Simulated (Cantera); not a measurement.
A closed system holds: 1 mol BN, 1.7 mol F2, 1.2 mol N2, 20 mol NF3, equilibrated at 16.0 mbar.

These are equilibrium values from Cantera (NASA tables, ideal gas, pure condensed phases), not measurements of a reactor. Candidate condensed phases: B, BN; 13 gas species. Kinetics and transport are ignored.

Task: At 1275 K, list the 4 most abundant gas species with their mole fractions, and the condensed phases.

Result: F 0.809, N2 0.162, F2 0.0149, BF3 0.0139. Condensed: gas only.
